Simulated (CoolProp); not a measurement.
Saturation properties of hexamethyldisiloxane (MM) (Tc = 518.7 K, pc = 1.931 MPa, ω = 0.418).

The numbers come from the reference Helmholtz-energy equation of state, Thol 2016 in CoolProp.

| T (K) | p (MPa) | liquid density (kg/m³) | liquid cp (kJ/(kg K)) | vapour Z |
|---|---|---|---|---|
| 355.3 | 0.05750 | 696.6 | 2.060 | 0.9575 |
| 369.6 | ? | 679.8 | 2.103 | 0.9417 |
| 383.9 | 0.1351 | 662.3 | 2.148 | 0.9223 |
| 398.1 | 0.1956 | 644.1 | 2.195 | 0.8992 |
| 412.4 | 0.2756 | 624.8 | 2.245 | 0.8715 |
| 426.7 | ? | 604.3 | 2.300 | 0.8389 |
| 440.9 | 0.5068 | 582.4 | 2.361 | 0.8011 |
| 455.2 | ? | 558.2 | ? | 0.7565 |
| 469.4 | 0.8624 | ? | 2.531 | 0.7045 |

### Question
Complete the blanks.

### Answer

- 369.6, p (MPa): 0.08993
- 426.7, p (MPa): 0.3783
- 455.2, p (MPa): 0.6672
- 455.2, liquid cp (kJ/(kg K)): 2.435
- 469.4, liquid density (kg/m³): 531.1

It boils at 373.7 K under 1 atm.
